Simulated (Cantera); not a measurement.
# Diamond growth

A diamond (100) surface in a fixed gas of H2 with x(CH4) = 0.0027, x(CH3) = 0.00026, at 1348 K, 18.0 Torr; coverages are run to steady state.

Detailed kinetics in Cantera: the Harris–Goodwin 1993 mechanism for the reconstructed diamond (100) surface.

```
x(H)     growth (µm/h)  θ c6HH  θ c6H*  θ c6*H   θ c6**    θ c6HM
-------  -------------  ------  ------  ------  -------  --------
0.0001         0.00789   0.685  0.0285   0.282  0.00361   3.98e-5
0.00024         0.0479   0.552  0.0401   0.396   0.0103   5.75e-5
0.00059          0.197   0.452  0.0481   0.476   0.0223   7.51e-5
0.0014           0.492   0.398  0.0519   0.513   0.0353   9.27e-5
0.0035           0.880   0.370  0.0536   0.530   0.0461  0.000110
0.0084            1.24   0.358  0.0542   0.535   0.0521  0.000119
0.021             1.67   0.352  0.0545   0.538   0.0552  0.000121
0.05              2.36   0.350  0.0547   0.538   0.0565  0.000114
0.12              3.57   0.349  0.0551   0.538   0.0572   9.71e-5
```
θ: site fractions in the mechanism's names (c6HH fully hydrogenated, c6H* and c6*H radical sites, c6** diradical, c6HM methylated).
